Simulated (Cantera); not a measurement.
Input (Python, Cantera) and output of one run.

```python
import numpy as np
import cantera as ct

gas_names = [...]  # 136 gases of nasa_gas.yaml made of C, H, N, O
cond_names = """
    C(gr) C6H6(L) C7H8(L) C8H18(L),n-octa H2O(s) H2O(L)
""".split()


# ... load() reads the species with a 1 bar reference pressure and builds the phases ...
atoms = {
    'C': {'C': 1},
    'H2O': {'H': 2, 'O': 1},
    'N2': {'N': 2},
}
top_T = {'C(gr)': 4500}  # K; cautious upper limits of use, not melting points


# ... equilibrate(T, P, feed) seeds the gas with the atoms and calls Mixture.equilibrate('TP', solver="vcs", rtol=1e-11, max_steps=5000) ...
results = []
T = 2275  # K
P = 1000  # Pa
for m in [0.36, 0.43, 0.5, 0.59, 0.7, 0.83, 0.98, 1.2, 1.4, 1.6, 1.9]:
    feed = {'C': 1, 'H2O': m, 'N2': 10}  # mol
    mix = equilibrate(T, P, feed)
    results.append((T, P, feed, dict(zip(mix.species_names, mix.species_moles))))
    x = sorted(zip(gas.X, gas.species_names), reverse=True)
    print(f"T = {T:g} K  P = {P:g} Pa  n(H2O) = {m:g} mol  gas = {mix.phase_moles(0):.4g} mol")
    print("   x: " + "  ".join(f"{s} {v:.3e}" for v, s in x if v > 0.001))
    print("   condensed (mol): " + ("  ".join(f"{mix.phase(i).name} {mix.phase_moles(i):.4g}"
          for i in range(1, mix.n_phases) if mix.phase_moles(i) > 1e-12) or "none"))
```

Output:

```
T = 2275 K  P = 1000 Pa  n(H2O) = 0.36 mol  gas = 10.79 mol
   x: N2 9.235e-01  CO 3.336e-02  H2 2.367e-02  H 1.306e-02  HCN 5.636e-03
   condensed (mol): C(gr) 0.5701
T = 2275 K  P = 1000 Pa  n(H2O) = 0.43 mol  gas = 10.94 mol
   x: N2 9.107e-01  CO 3.931e-02  H2 2.866e-02  H 1.437e-02  HCN 6.159e-03
   condensed (mol): C(gr) 0.4925
T = 2275 K  P = 1000 Pa  n(H2O) = 0.5 mol  gas = 11.09 mol
   x: N2 8.983e-01  CO 4.510e-02  H2 3.359e-02  H 1.556e-02  HCN 6.621e-03
   condensed (mol): C(gr) 0.4154
T = 2275 K  P = 1000 Pa  n(H2O) = 0.59 mol  gas = 11.28 mol
   x: N2 8.829e-01  CO 5.232e-02  H2 3.981e-02  H 1.694e-02  HCN 7.147e-03
   condensed (mol): C(gr) 0.317
T = 2275 K  P = 1000 Pa  n(H2O) = 0.7 mol  gas = 11.51 mol
   x: N2 8.648e-01  CO 6.083e-02  H2 4.723e-02  H 1.845e-02  HCN 7.704e-03
   condensed (mol): C(gr) 0.1975
T = 2275 K  P = 1000 Pa  n(H2O) = 0.83 mol  gas = 11.78 mol
   x: N2 8.444e-01  CO 7.047e-02  H2 5.573e-02  H 2.004e-02  HCN 8.270e-03
   condensed (mol): C(gr) 0.0571
T = 2275 K  P = 1000 Pa  n(H2O) = 0.98 mol  gas = 12.1 mol
   x: N2 8.260e-01  CO 8.102e-02  H2 6.905e-02  H 2.231e-02  HCN 1.488e-03
   condensed (mol): none
T = 2275 K  P = 1000 Pa  n(H2O) = 1.2 mol  gas = 12.35 mol
   x: N2 8.098e-01  CO 7.848e-02  H2 7.263e-02  H 2.288e-02  H2O 1.281e-02  CO2 2.504e-03
   condensed (mol): none
T = 2275 K  P = 1000 Pa  n(H2O) = 1.4 mol  gas = 12.56 mol
   x: N2 7.962e-01  CO 7.497e-02  H2 7.392e-02  H2O 2.541e-02  H 2.308e-02  CO2 4.664e-03  OH 1.235e-03
   condensed (mol): none
T = 2275 K  P = 1000 Pa  n(H2O) = 1.6 mol  gas = 12.77 mol
   x: N2 7.831e-01  H2 7.500e-02  CO 7.178e-02  H2O 3.778e-02  H 2.325e-02  CO2 6.544e-03  OH 1.823e-03
   condensed (mol): none
T = 2275 K  P = 1000 Pa  n(H2O) = 1.9 mol  gas = 13.08 mol
   x: N2 7.641e-01  H2 7.631e-02  CO 6.749e-02  H2O 5.585e-02  H 2.345e-02  CO2 8.940e-03  OH 2.672e-03
   condensed (mol): none
```

Equilibrium computed with Cantera from the NASA thermochemical tables; the gas is ideal and each condensed phase is pure.
